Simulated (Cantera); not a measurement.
Standard-state values (1 bar) from the NASA 1993 polynomials, evaluated with Cantera. Values are per mole of reaction as written; species without (g) are pure solids or liquids, kept so even where they would boil at 1 bar.

F2(g) + CaCl2 = 2 Cl(g) + CaF2

```csv
T (K),ΔH° (kJ),ΔS° (J/K),ΔG° (kJ),log10 K,condensed phases
300,-187.5,91.6,-215.0,37.43,"CaCl2(s), CaF2(s)"
1250,(withheld),(withheld),(withheld),(withheld),"CaCl2(l), CaF2(s)"
1400,-207.4,77.9,-316.5,11.81,"CaCl2(l), CaF2(s)"
1550,-199.2,83.6,-328.8,11.08,"CaCl2(l), CaF2(s)"
1700,-165.6,103.5,-341.7,10.50,"CaCl2(l), CaF2(l)"
1850,(withheld),(withheld),(withheld),(withheld),"CaCl2(l), CaF2(l)"
2000,(withheld),(withheld),(withheld),(withheld),"CaCl2(l), CaF2(l)"
```

### Question
Fill in the missing entries.

### Answer

- 1250, ΔH° (kJ): -208.0
- 1250, ΔS° (J/K): 77.5
- 1250, ΔG° (kJ): -304.9
- 1250, log10 K: 12.74
- 1850, ΔH° (kJ): -165.4
- 1850, ΔS° (J/K): 103.7
- 1850, ΔG° (kJ): -357.2
- 1850, log10 K: 10.09
- 2000, ΔH° (kJ): -165.2
- 2000, ΔS° (J/K): 103.8
- 2000, ΔG° (kJ): -372.8
- 2000, log10 K: 9.74
